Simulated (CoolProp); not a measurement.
Saturation properties of isobutene (Tc = 418.1 K, pc = 4.016 MPa, ω = 0.193).

Computed with CoolProp (reference Helmholtz-energy equation of state, Lemmon 2005). It is a short technical equation, of lower accuracy than the large ones.

```json
[
 {"T (K)": "308.9", "p (MPa)": "0.4172", "liquid density (kg/m³)": "574.7", "vapour density (kg/m³)": "10.24", "enthalpy of vaporisation (kJ/kg)": "346.5", "liquid cp (kJ/(kg K))": "2.439"},
 {"T (K)": "314.6", "p (MPa)": "0.4880", "liquid density (kg/m³)": "567.1", "vapour density (kg/m³)": "11.93", "enthalpy of vaporisation (kJ/kg)": "339.6", "liquid cp (kJ/(kg K))": "2.475"},
 {"T (K)": "320.3", "p (MPa)": "0.5673", "liquid density (kg/m³)": "559.4", "vapour density (kg/m³)": "13.82", "enthalpy of vaporisation (kJ/kg)": "332.4", "liquid cp (kJ/(kg K))": "2.513"},
 {"T (K)": "326", "p (MPa)": "0.6559", "liquid density (kg/m³)": "551.4", "vapour density (kg/m³)": "15.96", "enthalpy of vaporisation (kJ/kg)": "325.0", "liquid cp (kJ/(kg K))": "2.553"},
 {"T (K)": "331.7", "p (MPa)": "0.7543", "liquid density (kg/m³)": "543.2", "vapour density (kg/m³)": "18.36", "enthalpy of vaporisation (kJ/kg)": "317.1", "liquid cp (kJ/(kg K))": "2.596"},
 {"T (K)": "337.4", "p (MPa)": "0.8632", "liquid density (kg/m³)": "534.6", "vapour density (kg/m³)": "21.05", "enthalpy of vaporisation (kJ/kg)": "308.9", "liquid cp (kJ/(kg K))": "2.643"},
 {"T (K)": "343.1", "p (MPa)": "0.9833", "liquid density (kg/m³)": "525.8", "vapour density (kg/m³)": "24.08", "enthalpy of vaporisation (kJ/kg)": "300.3", "liquid cp (kJ/(kg K))": "2.694"},
 {"T (K)": "348.8", "p (MPa)": "1.115", "liquid density (kg/m³)": "516.6", "vapour density (kg/m³)": "27.49", "enthalpy of vaporisation (kJ/kg)": "291.2", "liquid cp (kJ/(kg K))": "2.750"},
 {"T (K)": "354.5", "p (MPa)": "1.260", "liquid density (kg/m³)": "507.0", "vapour density (kg/m³)": "31.32", "enthalpy of vaporisation (kJ/kg)": "281.6", "liquid cp (kJ/(kg K))": "2.813"},
 {"T (K)": "360.2", "p (MPa)": "1.418", "liquid density (kg/m³)": "497.0", "vapour density (kg/m³)": "35.64", "enthalpy of vaporisation (kJ/kg)": "271.4", "liquid cp (kJ/(kg K))": "2.883"},
 {"T (K)": "365.9", "p (MPa)": "1.590", "liquid density (kg/m³)": "486.4", "vapour density (kg/m³)": "40.55", "enthalpy of vaporisation (kJ/kg)": "260.5", "liquid cp (kJ/(kg K))": "2.965"},
 {"T (K)": "371.7", "p (MPa)": "1.781", "liquid density (kg/m³)": "474.9", "vapour density (kg/m³)": "46.24", "enthalpy of vaporisation (kJ/kg)": "248.6", "liquid cp (kJ/(kg K))": "3.063"},
 {"T (K)": "377.4", "p (MPa)": "1.984", "liquid density (kg/m³)": "462.8", "vapour density (kg/m³)": "52.67", "enthalpy of vaporisation (kJ/kg)": "235.9", "liquid cp (kJ/(kg K))": "3.180"},
 {"T (K)": "383.1", "p (MPa)": "2.204", "liquid density (kg/m³)": "449.7", "vapour density (kg/m³)": "60.13", "enthalpy of vaporisation (kJ/kg)": "222.0", "liquid cp (kJ/(kg K))": "3.327"}
]
```

It boils at 266.1 K under 1 atm.
